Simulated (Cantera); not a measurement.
A Cantera script and what it prints.

```python
import numpy as np
import cantera as ct

gas_names = [...]  # 116 gases of nasa_gas.yaml made of C, H, Mg, O
cond_names = """
    C(gr) C6H6(L) C7H8(L) C8H18(L),n-octa H2O(s) H2O(L) Mg(cr) Mg(L) MgCO3(s) MgO(s) MgO(L) MgO2H2(s)
""".split()


# ... load() reads the species with a 1 bar reference pressure and builds the phases ...
atoms = {
    'MgCO3': {'Mg': 1, 'C': 1, 'O': 3},
    'H2': {'H': 2},
    'CO2': {'C': 1, 'O': 2},
}
top_T = {'C(gr)': 4500}  # K; cautious upper limits of use, not melting points


# ... equilibrate(T, P, feed) seeds the gas with the atoms and calls Mixture.equilibrate('TP', solver="vcs", rtol=1e-11, max_steps=5000) ...
results = []
T = 1750  # K
P = 100000  # Pa
for m in [0.2, 0.24, 0.3, 0.37, 0.45, 0.55, 0.68, 0.83, 1, 1.3, 1.5, 1.9, 2.3]:
    feed = {'MgCO3': 1, 'H2': m, 'CO2': 2.9}  # mol
    mix = equilibrate(T, P, feed)
    results.append((T, P, feed, dict(zip(mix.species_names, mix.species_moles))))

top = {s: max(r[3][s] / sum(r[3][g] for g in gas_names) for r in results) for s in gas_names}
cols = sorted((s for s in top if top[s] > 1e-06), key=lambda s: -top[s])[:6]
seen = [c for c in cond_names if any(r[3].get(c, 0) > 1e-12 for r in results)]
print("log10 of partial pressures in bar; condensed amounts in mol")
print(f"{'n(H2)':>10s}" + "".join(f"{s[:9]:>10s}" for s in cols + seen))
for T, P, feed, n in results:
    ng = sum(n[g] for g in gas_names)
    print(f"{feed['H2']:10.4g}" + "".join(f"{np.log10(max(n[s] / ng * P / 1e5, 1e-99)):10.3f}" for s in cols)
          + "".join(f"{n.get(c, 0):10.4g}" for c in seen))
```

Output:

```
log10 of partial pressures in bar; condensed amounts in mol
     n(H2)       CO2        CO       H2O        H2         H        OH    MgO(s)
       0.2    -0.044    -1.318    -1.318    -3.151    -5.209    -4.608         1
      0.24    -0.053    -1.244    -1.245    -2.995    -5.131    -4.613         1
       0.3    -0.066    -1.156    -1.156    -2.804    -5.036    -4.619         1
      0.37    -0.081    -1.074    -1.074    -2.626    -4.946    -4.627         1
      0.45    -0.099    -1.000    -1.000    -2.460    -4.864    -4.635         1
      0.55    -0.120    -0.926    -0.926    -2.291    -4.779    -4.646         1
      0.68    -0.148    -0.851    -0.852    -2.114    -4.690    -4.660         1
      0.83    -0.180    -0.785    -0.785    -1.948    -4.607    -4.676         1
         1    -0.216    -0.726    -0.726    -1.794    -4.531    -4.694         1
       1.3    -0.279    -0.650    -0.650    -1.581    -4.424    -4.725         1
       1.5    -0.320    -0.613    -0.613    -1.466    -4.366    -4.746         1
       1.9    -0.401    -0.561    -0.561    -1.279    -4.273    -4.786         1
       2.3    -0.479    -0.527    -0.527    -1.133    -4.200    -4.826         1
```

These are equilibrium values from Cantera (NASA tables, ideal gas, pure condensed phases), not measurements of a reactor.
